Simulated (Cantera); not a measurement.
Feed: 1 mol Pb, 0.012 mol O₂, 3.4 mol N₂, held at 950 °C.

These are equilibrium values from Cantera (NASA tables, ideal gas, pure condensed phases), not measurements of a reactor. Candidate condensed phases: Pb, PbO, PbO₂, Pb₃O₄; 12 gas species. Each liquid is taken as pure. Mutual solubility and eutectic melting of coexisting phases are not modelled. Gases not in the tables: (PbO)n polymers. Rates play no part.

x: gas mole fraction; n: condensed amount in mol.

```csv
P (Pa),x N₂,x Pb,x PbO,x Pb₂,x O₂,x NO,n Pb(l),n PbO(l)
10,0.773,0.222,0.00545,2.54e-7,1.51e-6,6.18e-7,0,0
52,0.773,0.222,0.00545,1.32e-6,2.91e-7,2.71e-7,0,0
270,0.773,0.222,0.00545,6.86e-6,5.60e-8,1.19e-7,0,0
1400,0.928,…,…,…,…,…,…,0
7200,0.986,…,…,…,…,…,0.932,…
37000,0.997,0.00246,0.000294,1.15e-7,9.68e-9,5.62e-8,0.968,0.0230
190000,0.999,0.000479,5.73e-5,2.25e-8,1.88e-9,2.48e-8,0.974,0.0238
1000000,1.000,9.10e-5,1.09e-5,4.27e-9,3.58e-10,1.08e-8,0.976,0.0240
```

Problem. What belongs in the gaps?

Solution. 
- 1400, x Pb: 0.0650
- 1400, x PbO: 0.00655
- 1400, x Pb₂: 3.05e-6
- 1400, x O₂: 1.82e-7
- 1400, x NO: 2.35e-7
- 1400, n Pb(l): 0.738
- 7200, x Pb: 0.0126
- 7200, x PbO: 0.00151
- 7200, x Pb₂: 5.93e-7
- 7200, x O₂: 4.97e-8
- 7200, x NO: 1.27e-7
- 7200, n PbO(l): 0.0188
